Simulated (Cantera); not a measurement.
Input: 1 mol CH3Cl, 0.82 mol Si, 0.067 mol H2, equilibrated at 377 °C and 3.30e-5 bar.

Cantera equilibrium calculation (NASA polynomials, part measured and part estimated; ideal gas, pure solids and liquids). Candidate condensed phases: C, C6H6, C7H8, C8H18, Si, SiC; 109 gas species. The numbers say what is thermodynamically allowed, not how fast it happens.

Base state: H2 0.836, SiCl4 0.127, HCl 0.0357, CH4 0.000600, SiHCl3 0.000242 (mole fractions); condensed: C(graphite) + SiC(s).

**Question.** What changes in the equilibrium state with this change: CH3Cl replaced by CH2F2?

**Answer.** 
| species | before | after |
|---|---|---|
| H2 | 0.836 | 0.680 |
| SiF4 | 0 | 0.319 |
| CH4 | 0.000600 | 0.000397 |
| SiCl4 | 0.127 | 0 |
| HCl | 0.0357 | 0 |
| SiHCl3 | 0.000242 | 0 |
| SiHF3 | 0 | 7.20e-5 |
| C(graphite), mol | 0.413 | 0.679 |
| SiC(s), mol | 0.586 | 0.320 |
